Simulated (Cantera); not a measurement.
Feed: 1 mol Pb, 2.9 mol H₂, held at 1325 K.

Equilibrium computed with Cantera from the NASA thermochemical tables; the gas is ideal and each condensed phase is pure. Candidate condensed phases: Pb; 4 gas species. Equilibrium is a limit: real reactors are often held back by kinetics, nucleation or transport.

Task: Which condensed phases are stable at each of these points (P (Pa)): 10, 36, 130, 460, 1700, 6000, 22000, 77000, 280000, 1000000?

Result: 
```tsv
P (Pa)	condensed phases	Pb condensed (%)
10	gas only	0.0
36	gas only	0.0
130	gas only	0.0
460	gas only	0.0
1700	Pb(l)	21.9
6000	Pb(l)	81.5
22000	Pb(l)	95.2
77000	Pb(l)	98.6
280000	Pb(l)	99.6
1000000	Pb(l)	99.9
```

From 10.0 Pa to 4.60 mbar nothing is condensed. From 17.0 mbar to 10.0 bar the condensed part is Pb(l).
